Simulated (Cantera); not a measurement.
Charge: 1 mol C₂F₆, 0.085 mol HCl, 0.25 mol H₂, held at 2723 K and 1.20 mbar.

Cantera equilibrium calculation (NASA polynomials, part measured and part estimated; ideal gas, pure solids and liquids). Candidate condensed phases: C, C₆H₆, C₇H₈, C₈H₁₈; 118 gas species. The feed counts by its element totals alone. Equilibrium is a limit: real reactors are often held back by kinetics, nucleation or transport.

Base state: F 0.806, HF 0.0954, CF 0.0492, CF₂ 0.0211, Cl 0.0140, C₃ 0.00992, C 0.00231, H 0.00135 (mole fractions); condensed: C(graphite).

**Question.** What changes in the equilibrium state with this change: pressure from 1.20 mbar to 13.3 mbar?

**Answer.** 
```csv
species,before,after
F,0.806,0.668
CF₂,0.0211,0.161
HF,0.0954,0.112
CF,0.0492,0.0408
Cl,0.0140,0.0162
CF₄,7.08e-7,0.000459
CF₃,1.35e-5,0.000948
"C(graphite), mol",1.37,0.921
```

**Question.** What changes in the equilibrium state with this change: H₂ from 0.25 to 0.13 mol?

**Answer.** 
| species | before | after |
|---|---|---|
| F | 0.806 | 0.841 |
| HF | 0.0954 | 0.0564 |
| CF | 0.0492 | 0.0514 |
| CF₂ | 0.0211 | 0.0229 |
| Cl | 0.0140 | 0.0141 |
| H | 0.00135 | 0.000764 |
| CF₃ | 1.35e-5 | 1.53e-5 |
| C | 0.00231 | 0.00231 |
| C₄ | 1.41e-5 | 1.41e-5 |
| C(graphite), mol | 1.37 | 1.34 |
